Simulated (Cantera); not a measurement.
Charge: 1 mol Si3H8, 0.92 mol HCl, 17 mol H2, equilibrated at 1.30 mbar.

These are equilibrium values from Cantera (NASA tables, ideal gas, pure condensed phases), not measurements of a reactor. Candidate condensed phases: Si; 19 gas species. The feed counts by its element totals alone. Gases not in the tables: Si2H6 and higher silanes. Equilibrium is a limit: real reactors are often held back by kinetics, nucleation or transport.

**Question.** Which condensed phases are stable at each of these points (T (K)): 998, 1098, 1198, 1298, 1398, 1498, 1598, 1698, 1798?

**Answer.** 
```
T (K)  condensed phases  Si condensed (%)
-----  ----------------  ----------------
998               Si(s)              96.3
1098              Si(s)              97.6
1198              Si(s)              97.6
1298              Si(s)              97.5
1398              Si(s)              97.3
1498              Si(s)              97.1
1598              Si(s)              96.9
1698              Si(l)              96.5
1798              Si(l)              95.2
```

From 998 K to 1598 K the condensed part is Si(s). From 1698 K to 1798 K the condensed part is Si(l).
